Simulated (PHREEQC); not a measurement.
A solution holds 8 mmol/kgw Al2(SO4)3, at 15 °C. Closed to the air; pH follows from the charge balance.

Equilibrium calculation in PHREEQC: ion-association model, wateq4f.dat.

```
Property                 Value
--------------  --------------
pH                        4.15
ionic strength  0.0375 mol/kgw
```

```tsv
species	molality	activity	log γ
AlSO4+	0.0115	0.00970	-0.076
SO4-2	0.00919	0.00464	-0.297
Al+3	0.00273	0.000756	-0.557
Al(SO4)2-	0.00161	0.00136	-0.076
AlOH+2	0.000107	5.47e-5	-0.290
H+	8.14e-5	7.06e-5	-0.062
HSO4-	3.08e-5	2.58e-5	-0.076
Al(OH)2+	2.84e-6	2.40e-6	-0.072
AlHSO4+2	1.13e-7	5.64e-8	-0.303
```

No solid was allowed to form. Saturation is exceeded, for instance for Gibbsite (slow to form); the values hold only as long as no solid forms. Species that the database lacks are ignored.
